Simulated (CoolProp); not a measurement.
Properties of ethane along the isobar 0.271 MPa.

The numbers come from the reference Helmholtz-energy equation of state, Bücker 2006 in CoolProp.

```json
[
 {"T (°C)": "-80.15", "phase": "liquid", "cv (kJ/(kg K))": "…", "isothermal compressibility (1/MPa)": "0.002060", "conductivity (mW/(m K))": "159", "Prandtl number": "2.34"},
 {"T (°C)": "-37.35", "phase": "gas", "cv (kJ/(kg K))": "1.265", "isothermal compressibility (1/MPa)": "3.863", "conductivity (mW/(m K))": "14.2", "Prandtl number": "…"},
 {"T (°C)": "5.35", "phase": "gas", "cv (kJ/(kg K))": "1.403", "isothermal compressibility (1/MPa)": "3.788", "conductivity (mW/(m K))": "18.8", "Prandtl number": "…"},
 {"T (°C)": "48.15", "phase": "gas", "cv (kJ/(kg K))": "1.570", "isothermal compressibility (1/MPa)": "3.751", "conductivity (mW/(m K))": "24.2", "Prandtl number": "0.777"},
 {"T (°C)": "90.95", "phase": "gas", "cv (kJ/(kg K))": "1.749", "isothermal compressibility (1/MPa)": "3.731", "conductivity (mW/(m K))": "…", "Prandtl number": "…"},
 {"T (°C)": "133.75", "phase": "gas", "cv (kJ/(kg K))": "…", "isothermal compressibility (1/MPa)": "3.718", "conductivity (mW/(m K))": "37.2", "Prandtl number": "0.742"},
 {"T (°C)": "176.45", "phase": "gas", "cv (kJ/(kg K))": "2.112", "isothermal compressibility (1/MPa)": "3.709", "conductivity (mW/(m K))": "44.6", "Prandtl number": "0.728"},
 {"T (°C)": "219.25", "phase": "gas", "cv (kJ/(kg K))": "…", "isothermal compressibility (1/MPa)": "3.703", "conductivity (mW/(m K))": "52.4", "Prandtl number": "0.717"}
]
```

Question: Some entries are withheld; supply them.

Answer: 
- -80.15, cv (kJ/(kg K)): 1.439
- -37.35, Prandtl number: 0.841
- 5.35, Prandtl number: 0.803
- 90.95, conductivity (mW/(m K)): 30.3
- 90.95, Prandtl number: 0.758
- 133.75, cv (kJ/(kg K)): 1.932
- 219.25, cv (kJ/(kg K)): 2.286

Viscosity comes from a separate model (Friend 1991). Thermal conductivity comes from a separate model (Friend 1991).
